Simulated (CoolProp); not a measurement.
The numbers come from the reference Helmholtz-energy equation of state, Thol 2015 in CoolProp.

Problem. For 1,2-dichloroethane, give the phase and the speed of sound (m/s), Joule-Thomson coefficient (K/MPa), fugacity coefficient at 155.15 °C and 74.5 bar.

Solution. 
- 155.15 °C and 74.5 bar: liquid; speed of sound 755, Joule-Thomson coefficient -0.178, fugacity coefficient 0.0910
